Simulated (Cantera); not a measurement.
Charge: 1 mol AlCl3, 2.2 mol O2, 1.3 mol H2, equilibrated at 0.00120 bar.

Cantera equilibrium calculation (NASA polynomials, part measured and part estimated; ideal gas, pure solids and liquids). Candidate condensed phases: Al, AlCl3, Al2O3, H2O; 29 gas species. Equilibrium is a limit: real reactors are often held back by kinetics, nucleation or transport. All values below are at 1673 K.

Base state: HCl 0.467, O2 0.291, Cl 0.187, H2O 0.0507, Cl2 0.00152, OH 0.00125, O 0.000521, ClO 7.06e-5 (mole fractions); condensed: Al2O3(s).

**Question.** What changes in the equilibrium state with this change: pressure from 0.00120 bar to 1.00 bar?

**Answer.** 
```
species         before     after
-------------  -------  --------
HCl              0.467     0.525
O2               0.291     0.319
Cl2            0.00152    0.0682
Cl               0.187    0.0434
H2O             0.0507    0.0432
AlCl3          2.44e-6  0.000127
H              2.10e-5   1.22e-7
H2             4.09e-5   1.15e-6
Al2O3(s), mol    0.500     0.500
```
Gases not in the tables: Al(OH)3.

**Question.** What changes in the equilibrium state with this change: 1.2 mol N2 added?

**Answer.** 
| species | before | after |
|---|---|---|
| HCl | 0.467 | 0.366 |
| O2 | 0.291 | 0.229 |
| N2 | 0 | 0.207 |
| Cl | 0.187 | 0.152 |
| H2O | 0.0507 | 0.0418 |
| NO | 0 | 0.00140 |
| Cl2 | 0.00152 | 0.00100 |
| ClO | 7.06e-5 | 5.08e-5 |
| Al2O3(s), mol | 0.500 | 0.500 |
Further candidate phases: AlN, NH4Cl.
